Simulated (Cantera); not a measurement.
Cantera run:

```python
import numpy as np
import cantera as ct

gas_names = [...]  # 92 gases of nasa_gas.yaml made of C, H, N
cond_names = """
    C(gr) C6H6(L) C7H8(L) C8H18(L),n-octa
""".split()


# ... load() reads the species with a 1 bar reference pressure and builds the phases ...
atoms = {
    'C3H6': {'C': 3, 'H': 6},
    'NH3': {'N': 1, 'H': 3},
    'H2': {'H': 2},
}
top_T = {'C(gr)': 4500}  # K; cautious upper limits of use, not melting points


# ... equilibrate(T, P, feed) seeds the gas with the atoms and calls Mixture.equilibrate('TP', solver="vcs", rtol=1e-11, max_steps=5000) ...
results = []
feed = {'C3H6': 1, 'NH3': 0.077, 'H2': 1.2}  # mol
P = 3200  # Pa
for T in [1523, 1573, 1623, 1673, 1723, 1773, 1823, 1873, 1923, 1973, 2023, 2073, 2123, 2173]:
    mix = equilibrate(T, P, feed)
    results.append((T, P, feed, dict(zip(mix.species_names, mix.species_moles))))
    x = sorted(zip(gas.X, gas.species_names), reverse=True)
    print(f"T = {T:g} K  P = {P:g} Pa  gas = {mix.phase_moles(0):.4g} mol")
    print("   x: " + "  ".join(f"{s} {v:.3e}" for v, s in x if v > 1e-06))
    print("   condensed (mol): " + ("  ".join(f"{mix.phase(i).name} {mix.phase_moles(i):.4g}"
          for i in range(1, mix.n_phases) if mix.phase_moles(i) > 1e-12) or "none"))
```

It prints:

```
T = 1523 K  P = 3200 Pa  gas = 4.354 mol
   x: H2 9.909e-01  N2 8.784e-03  H 1.286e-04  HCN 1.157e-04  CH4 7.235e-05  C2H2,acetylene 1.171e-05  HNC 2.102e-06
   condensed (mol): C(gr) 2.999
T = 1573 K  P = 3200 Pa  gas = 4.354 mol
   x: H2 9.908e-01  N2 8.760e-03  H 2.262e-04  HCN 1.609e-04  CH4 5.763e-05  C2H2,acetylene 2.046e-05  HNC 3.403e-06
   condensed (mol): C(gr) 2.999
T = 1623 K  P = 3200 Pa  gas = 4.355 mol
   x: H2 9.906e-01  N2 8.729e-03  H 3.846e-04  HCN 2.190e-04  CH4 4.656e-05  C2H2,acetylene 3.452e-05  HNC 5.344e-06
   condensed (mol): C(gr) 2.999
T = 1673 K  P = 3200 Pa  gas = 4.355 mol
   x: H2 9.903e-01  N2 8.690e-03  H 6.335e-04  HCN 2.924e-04  C2H2,acetylene 5.642e-05  CH4 3.810e-05  HNC 8.161e-06
   condensed (mol): C(gr) 2.998
T = 1723 K  P = 3200 Pa  gas = 4.356 mol
   x: H2 9.898e-01  N2 8.640e-03  H 1.014e-03  HCN 3.835e-04  C2H2,acetylene 8.958e-05  CH4 3.154e-05  HNC 1.215e-05
   condensed (mol): C(gr) 2.997
T = 1773 K  P = 3200 Pa  gas = 4.357 mol
   x: H2 9.892e-01  N2 8.579e-03  H 1.582e-03  HCN 4.949e-04  C2H2,acetylene 1.385e-04  CH4 2.639e-05  HNC 1.766e-05
   condensed (mol): C(gr) 2.996
T = 1823 K  P = 3200 Pa  gas = 4.359 mol
   x: H2 9.882e-01  N2 8.505e-03  H 2.408e-03  HCN 6.288e-04  C2H2,acetylene 2.089e-04  HNC 2.511e-05  CH4 2.230e-05  CH3 1.097e-06
   condensed (mol): C(gr) 2.995
T = 1873 K  P = 3200 Pa  gas = 4.362 mol
   x: H2 9.868e-01  N2 8.415e-03  H 3.584e-03  HCN 7.875e-04  C2H2,acetylene 3.080e-04  HNC 3.498e-05  CH4 1.900e-05  CH3 1.387e-06
   condensed (mol): C(gr) 2.994
T = 1923 K  P = 3200 Pa  gas = 4.365 mol
   x: H2 9.850e-01  N2 8.309e-03  H 5.226e-03  HCN 9.731e-04  C2H2,acetylene 4.446e-04  HNC 4.782e-05  CH4 1.631e-05  CH3 1.730e-06
   condensed (mol): C(gr) 2.992
T = 1973 K  P = 3200 Pa  gas = 4.37 mol
   x: H2 9.824e-01  N2 8.184e-03  H 7.476e-03  HCN 1.187e-03  C2H2,acetylene 6.293e-04  HNC 6.419e-05  CH4 1.410e-05  CH3 2.131e-06
   condensed (mol): C(gr) 2.989
T = 2023 K  P = 3200 Pa  gas = 4.377 mol
   x: H2 9.791e-01  H 1.050e-02  N2 8.038e-03  HCN 1.431e-03  C2H2,acetylene 8.746e-04  HNC 8.472e-05  CH4 1.226e-05  CH3 2.594e-06
   condensed (mol): C(gr) 2.986
T = 2073 K  P = 3200 Pa  gas = 4.386 mol
   x: H2 9.746e-01  H 1.451e-02  N2 7.871e-03  HCN 1.704e-03  C2H2,acetylene 1.194e-03  HNC 1.100e-04  CH4 1.071e-05  CH3 3.121e-06
   condensed (mol): C(gr) 2.981
T = 2123 K  P = 3200 Pa  gas = 4.397 mol
   x: H2 9.688e-01  H 1.974e-02  N2 7.681e-03  HCN 2.006e-03  C2H2,acetylene 1.605e-03  HNC 1.407e-04  CH4 9.385e-06  CH3 3.713e-06  CN 1.254e-06  C4H2 1.077e-06
   condensed (mol): C(gr) 2.976
T = 2173 K  P = 3200 Pa  gas = 4.412 mol
   x: H2 9.614e-01  H 2.645e-02  N2 7.468e-03  HCN 2.337e-03  C2H2,acetylene 2.122e-03  HNC 1.772e-04  CH4 8.249e-06  CH3 4.368e-06  CN 2.175e-06  C4H2 1.904e-06  C2H 1.874e-06
   condensed (mol): C(gr) 2.97
```

Cantera equilibrium calculation (NASA polynomials, part measured and part estimated; ideal gas, pure solids and liquids).
